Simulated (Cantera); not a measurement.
A perfectly stirred reactor is fed with CH4 : N2 = 1 : 16 (molar parts), at 100000 Pa; it is held at 1875 K, and followed from long to short residence time.

Cantera simulation using GRI-Mech 3.0 (53 species, 325 reactions); the numbers are that mechanism's predictions, not measurements. GRI-Mech 3.0 stops at C3 and has no aromatics, soot or wall deposition, so with more carbon than oxygen in the feed, carbon stays in small species such as C2H2 where larger ones or solid carbon would form.

Task: What does this change do: CH4 1 to 2.7 parts?

Result: 
```tsv
quantity	before	after
x(CH4) at τ = 0.460 s	0.00209	0.00488
x(C2H6) at τ = 0.460 s	4.02e-7	9.18e-7
x(C2H) at τ = 0.460 s	7.10e-7	1.08e-6
x(H) at τ = 0.460 s	0.000180	0.000273
x(C2H2) at τ = 0.460 s	0.0267	0.0607
x(CH4) at τ = 6.50 ms	0.0170	0.0392
x(C2H6) at τ = 6.50 ms	2.30e-5	5.24e-5
x(C2H) at τ = 6.50 ms	4.77e-7	7.40e-7
x(H) at τ = 6.50 ms	0.000123	0.000190
x(C2H2) at τ = 6.50 ms	0.0190	0.0446
```

Task: What does this change do: N2 16 to 78 parts?

Result: 
```json
[
 {"quantity": "x(CH4) at τ = 0.460 s", "before": "0.00209", "after": "0.000445"},
 {"quantity": "x(C2H6) at τ = 0.460 s", "before": "4.02e-7", "after": "8.85e-8"},
 {"quantity": "x(C2H) at τ = 0.460 s", "before": "7.10e-7", "after": "3.28e-7"},
 {"quantity": "x(H) at τ = 0.460 s", "before": "0.000180", "after": "8.43e-5"},
 {"quantity": "x(C2H2) at τ = 0.460 s", "before": "0.0267", "after": "0.00590"},
 {"quantity": "x(CH4) at τ = 6.50 ms", "before": "0.0170", "after": "0.00387"},
 {"quantity": "x(C2H6) at τ = 6.50 ms", "before": "2.30e-5", "after": "5.08e-6"},
 {"quantity": "x(C2H) at τ = 6.50 ms", "before": "4.77e-7", "after": "2.13e-7"},
 {"quantity": "x(H) at τ = 6.50 ms", "before": "0.000123", "after": "5.58e-5"},
 {"quantity": "x(C2H2) at τ = 6.50 ms", "before": "0.0190", "after": "0.00404"}
]
```
